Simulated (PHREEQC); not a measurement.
Copper plating or etch bath: an equilibrium model

Make-up at 25 °C: 0.09 mol/kgw Cu(BF4)2 and 0.00018 mol/kgw HBF4. Closed to the air; pH follows from the charge balance.

The numbers come from PHREEQC with the ion-association model, wateq4f.dat.

Precipitation was switched off in this run.

Question: What pH, ionic strength does the model give?

Answer: pH 2.54; ionic strength 0.271 mol/kgw.

Question: In which forms is Cu present?

Answer: Cu+2 98 %, CuF+ 1.5 % of the Cu.

Real BF4- forms and hydrolyses slowly; the run takes it at equilibrium.
